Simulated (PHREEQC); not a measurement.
0.5 mol of Atacamite (Cu2(OH)3Cl) is brought to equilibrium with 1 kg of water holding 0.022 mol/kgw HCl, at 25 °C under several pressures of CO2. Oxygen is held at 0.21 atm. The run lets Atacamite, Cu(OH)2, Malachite precipitate or redissolve, and no other solid.

Model: ion-association model, wateq4f.dat, run in PHREEQC.

```tsv
log pCO2 (atm)	pH	dissolved Cu (mol/kgw)	dissolved Cl (mol/kgw)	Malachite (mol)	CO2 (mol/kgw)	CuHCO3+ (mol/kgw)
-5	4.42	0.0146	0.0293	0	3.37e-7	1.71e-8
-4.5	4.42	0.0146	0.0293	0	1.07e-6	5.40e-8
-4	4.42	0.0146	0.0293	0	3.37e-6	1.71e-7
-3.5	4.42	0.0146	0.0293	0	1.07e-5	5.40e-7
-3	4.42	0.0146	0.0293	0	3.37e-5	1.71e-6
-2.5	4.42	0.0146	0.0293	0	0.000107	5.40e-6
-2	4.42	0.0147	0.0293	0	0.000337	1.71e-5
-1.5	4.42	0.0147	0.0293	0	0.00107	5.40e-5
-1	4.42	0.0148	0.0294	0	0.00337	0.000171
-0.5	4.42	0.0151	0.0295	0	0.0107	0.000538
0	4.23	0.0273	0.0527	0.0170	0.0335	0.00170
```

Malachite from log pCO2 = 0 (pH 4.23).
